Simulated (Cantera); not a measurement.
A perfectly stirred reactor is fed with CO : O2 : H2O : N2 = 0.0037 : 0.0075 : 0.09 : 1 (molar parts), equivalence ratio 0.25, at 110000 Pa; it is held at 850 K, and followed from long to short residence time.

Model: GRI-Mech 3.0 (53 species, 325 reactions), integrated in Cantera.

Question: What does this change do: temperature 850 to 925 K?

Answer: 
```json
[
 {"quantity": "x(CO) at τ = 10.0 s", "before": "0.00320", "after": "0.00200"},
 {"quantity": "x(O2) at τ = 10.0 s", "before": "0.00673", "after": "0.00615"},
 {"quantity": "x(H2O) at τ = 10.0 s", "before": "0.0817", "after": "0.0817"},
 {"quantity": "x(NO) at τ = 10.0 s", "before": "<1e-12", "after": "<1e-12"},
 {"quantity": "x(CO2) at τ = 10.0 s", "before": "0.000164", "after": "0.00137"},
 {"quantity": "x(CO) at τ = 0.140 s", "before": "0.00336", "after": "0.00335"},
 {"quantity": "x(O2) at τ = 0.140 s", "before": "0.00681", "after": "0.00681"},
 {"quantity": "x(H2O) at τ = 0.140 s", "before": "0.0817", "after": "0.0817"},
 {"quantity": "x(NO) at τ = 0.140 s", "before": "<1e-12", "after": "<1e-12"},
 {"quantity": "x(CO2) at τ = 0.140 s", "before": "5.32e-10", "after": "6.98e-6"}
]
```
